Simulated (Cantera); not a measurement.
Thermodynamics of carbon deposition, reforming and gasification, feed C3H8 + CO2 + N2

A closed system holds: 1 mol C3H8, 0.38 mol CO2, 17 mol N2, equilibrated at 2327 °C and 1.33 mbar.

Equilibrium computed with Cantera from the NASA thermochemical tables; the gas is ideal and each condensed phase is pure. Candidate condensed phases: C, C6H6, C7H8, C8H18, H2O; 136 gas species. Equilibrium is a limit: real reactors are often held back by kinetics, nucleation or transport.

```
Quantity                 Value
-------------------  ---------
x(N2)                    0.680
x(H)                     0.219
x(H2)                   0.0435
x(CO)                   0.0309
x(HCN)                  0.0155
x(CN)                  0.00517
x(HNC)                 0.00203
x(C3)                  0.00166
x(C2H2 (acetylene))   0.000705
n(C(graphite))        1.86 mol
gas amount           24.58 mol
```
